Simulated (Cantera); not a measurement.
What does this Cantera script print?

```python
import numpy as np
import cantera as ct

gas_names = [...]  # 116 gases of nasa_gas.yaml made of C, H, Mg, O
cond_names = """
    C(gr) C6H6(L) C7H8(L) C8H18(L),n-octa H2O(s) H2O(L) Mg(cr) Mg(L) MgCO3(s) MgO(s) MgO(L) MgO2H2(s)
""".split()


# ... load() reads the species with a 1 bar reference pressure and builds the phases ...
atoms = {
    'MgO': {'Mg': 1, 'O': 1},
    'C': {'C': 1},
    'H2': {'H': 2},
}
top_T = {'C(gr)': 4500}  # K; cautious upper limits of use, not melting points


# ... equilibrate(T, P, feed) seeds the gas with the atoms and calls Mixture.equilibrate('TP', solver="vcs", rtol=1e-11, max_steps=5000) ...
results = []
feed = {'MgO': 1, 'C': 0.055, 'H2': 0.2}  # mol
T = 2250  # K
P = 1200  # Pa
mix = equilibrate(T, P, feed)
results.append((T, P, feed, dict(zip(mix.species_names, mix.species_moles))))
print(gas.report(threshold=1e-06))
for i in range(1, mix.n_phases):
    print(f"{mix.phase(i).name:16s} {mix.phase_moles(i):12.5e} mol")
```

Output:

```
       temperature   2250 K
          pressure   1200 Pa
           density   0.00079699 kg/m^3
  mean mol. weight   12.425 kg/kmol
   phase of matter   gas

                          1 kg             1 kmol
                     ---------------   ---------------
          enthalpy        5.4694e+06        6.7956e+07  J
   internal energy        3.9637e+06        4.9249e+07  J
           entropy             20533        2.5512e+05  J/K
    Gibbs function        -4.073e+07       -5.0606e+08  J
 heat capacity c_p            2624.9             32614  J/K
 heat capacity c_v            1955.7             24299  J/K

                      mass frac. Y      mole frac. X     chem. pot. / RT
                     ---------------   ---------------   ---------------
                CO           0.35384           0.15696           -40.294
               CO2          0.013308         0.0037573           -63.396
                 H         0.0038694          0.047694           -12.494
                H2          0.080305           0.49493           -24.988
               H2O           0.09354          0.064514           -48.091
                Mg           0.44931           0.22969           -18.794
               MgH        0.00064222        0.00031523           -31.288
               MgO        0.00043738        0.00013483           -41.897
              MgOH          0.003306         0.0009943           -54.391
            MgO2H2        7.0131e-05        1.4941e-05           -89.988
                 O        7.9922e-05        6.2067e-05           -23.103
                OH         0.0012784        0.00093399           -35.597
                O2        8.7454e-06        3.3958e-06           -46.206
     [ +103 minor]        2.8312e-07        8.0534e-08

C(gr)             0.00000e+00 mol
Mg(L)             0.00000e+00 mol
MgO(s)            9.20897e-01 mol
```

Equilibrium computed with Cantera from the NASA thermochemical tables; the gas is ideal and each condensed phase is pure. The tables' values for MgH are old estimates; treat these amounts as uncertain.
